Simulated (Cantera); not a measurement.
A Cantera script and what it prints.

```python
import numpy as np
import cantera as ct

gas_names = """
    H H2 N NH NH2 NH3 N2 N2H2 N2H4 Si SiH SiH2 SiH3 SiH4 SiN Si2 Si2N Si3
""".split()
cond_names = """
    Si(cr) Si(L) Si3N4(a)
""".split()


# ... load() reads the species with a 1 bar reference pressure and builds the phases ...
atoms = {
    'trisilylamine': {'Si': 3, 'N': 1, 'H': 9},
    'N2': {'N': 2},
}
top_T = {'Si3N4(a)': 2400}  # K; cautious upper limits of use, not melting points


# ... equilibrate(T, P, feed) seeds the gas with the atoms and calls Mixture.equilibrate('TP', solver="vcs", rtol=1e-11, max_steps=5000) ...
results = []
feed = {'trisilylamine': 1, 'N2': 0.65}  # mol
P = 7.1  # Pa
for T in [1250, 1300, 1350, 1400, 1450, 1500, 1550]:
    mix = equilibrate(T, P, feed)
    results.append((T, P, feed, dict(zip(mix.species_names, mix.species_moles))))

top = {s: max(r[3][s] / sum(r[3][g] for g in gas_names) for r in results) for s in gas_names}
cols = sorted((s for s in top if top[s] > 1e-06), key=lambda s: -top[s])[:8]
seen = [c for c in cond_names if any(r[3].get(c, 0) > 1e-12 for r in results)]
print("log10 of partial pressures in bar; condensed amounts in mol")
print(f"{'T/K':>10s}" + "".join(f"{s[:9]:>10s}" for s in cols + seen))
for T, P, feed, n in results:
    ng = sum(n[g] for g in gas_names)
    print(f"{T:10.4g}" + "".join(f"{np.log10(max(n[s] / ng * P / 1e5, 1e-99)):10.3f}" for s in cols)
          + "".join(f"{n.get(c, 0):10.4g}" for c in seen))
```

Result:

```
log10 of partial pressures in bar; condensed amounts in mol
       T/K        H2        N2         H        Si       SiH      Si2N      SiH2       SiN    Si(cr)  Si3N4(a)
      1250    -4.150    -6.899    -8.390   -11.081   -12.113   -13.849   -11.654   -13.866     1.287     0.571
      1300    -4.152    -6.303    -8.032   -10.364   -11.520   -12.925   -11.268   -12.979     1.323    0.5591
      1350    -4.160    -5.752    -7.703    -9.700   -10.975   -12.070   -10.917   -12.159     1.448    0.5175
      1400    -4.186    -5.241    -7.406    -9.085   -10.479   -11.278   -10.610   -11.398     1.868    0.3772
      1450    -4.248    -4.840    -7.148    -8.512   -10.037   -10.578   -10.362   -10.727         3         0
      1500    -4.249    -4.841    -6.879    -7.978    -9.596   -10.113   -10.073   -10.289     2.999         0
      1550    -4.249    -4.841    -6.626    -7.479    -9.184    -9.678    -9.803    -9.880     2.997         0
```

These are equilibrium values from Cantera (NASA tables, ideal gas, pure condensed phases), not measurements of a reactor. The feed counts by its element totals alone. Mutual solubility and eutectic melting of coexisting phases are not modelled.
